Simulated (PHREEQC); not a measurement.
Solution (25 °C): 17 mmol/kgw HF, 5.9 mmol/kgw PbCl2 and 75 mmol/kgw KCl. Closed to the air; pH follows from the charge balance.

The numbers come from PHREEQC with the ion-association model, wateq4f.dat.

No solid was allowed to form.

Q: Estimate the pH.

A: pH 2.51.

Q: In which forms is F present?

A: HF 72 %, F- 21 %, H2F2 4.7 %, HF2- 2.0 % of the F.

The solution is supersaturated, for example in Matlockite, so a real one may precipitate; this is no full list.
